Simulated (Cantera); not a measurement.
Input (Python, Cantera) and output of one run.

```python
import numpy as np
import cantera as ct

gas_names = """
    CL CL2 H HCL H2 N NH NH2 NH3 N2 N2H2 N2H4 Si SiCL SiCL2 SiCL3 SiCL4 SiH SiHCL3 SiH2 SiH2CL2 SiH3
    SiH3CL SiH4 SiN Si2 Si2N Si3
""".split()
cond_names = """
    NH4CL(a) NH4CL(b) Si(cr) Si(L) Si3N4(a)
""".split()


# ... load() reads the species with a 1 bar reference pressure and builds the phases ...
atoms = {
    'Si': {'Si': 1},
    'HCl': {'H': 1, 'CL': 1},
    'N2': {'N': 2},
}
top_T = {'Si3N4(a)': 2400}  # K; cautious upper limits of use, not melting points


# ... equilibrate(T, P, feed) seeds the gas with the atoms and calls Mixture.equilibrate('TP', solver="vcs", rtol=1e-11, max_steps=5000) ...
results = []
feed = {'Si': 1, 'HCl': 24, 'N2': 42}  # mol
P = 133.322  # Pa
for T in [948, 1048, 1148, 1248, 1348, 1448, 1548, 1648]:
    mix = equilibrate(T, P, feed)
    results.append((T, P, feed, dict(zip(mix.species_names, mix.species_moles))))

top = {s: max(r[3][s] / sum(r[3][g] for g in gas_names) for r in results) for s in gas_names}
cols = sorted((s for s in top if top[s] > 0.0001), key=lambda s: -top[s])[:6]
seen = [c for c in cond_names if any(r[3].get(c, 0) > 1e-12 for r in results)]
print("log10 of partial pressures in bar; condensed amounts in mol")
print(f"{'T/K':>10s}" + "".join(f"{s[:9]:>10s}" for s in cols + seen))
for T, P, feed, n in results:
    ng = sum(n[g] for g in gas_names)
    print(f"{T:10.4g}" + "".join(f"{np.log10(max(n[s] / ng * P / 1e5, 1e-99)):10.3f}" for s in cols)
          + "".join(f"{n.get(c, 0):10.4g}" for c in seen))
```

Result:

```
log10 of partial pressures in bar; condensed amounts in mol
       T/K        N2       HCL        H2     SiCL4     SiCL2        CL
       948    -3.065    -3.387    -4.387    -4.688    -9.597   -10.495
      1048    -3.065    -3.387    -4.388    -4.691    -8.030    -9.345
      1148    -3.065    -3.386    -4.392    -4.705    -6.760    -8.390
      1248    -3.066    -3.382    -4.417    -4.774    -5.784    -7.572
      1348    -3.068    -3.372    -4.490    -4.994    -5.183    -6.842
      1448    -3.070    -3.363    -4.577    -5.392    -4.903    -6.199
      1548    -3.071    -3.359    -4.623    -5.904    -4.789    -5.657
      1648    -3.072    -3.361    -4.616    -6.462    -4.742    -5.209
```

These are equilibrium values from Cantera (NASA tables, ideal gas, pure condensed phases), not measurements of a reactor. The tables' values for SiCl3 are old estimates; treat these amounts as uncertain.
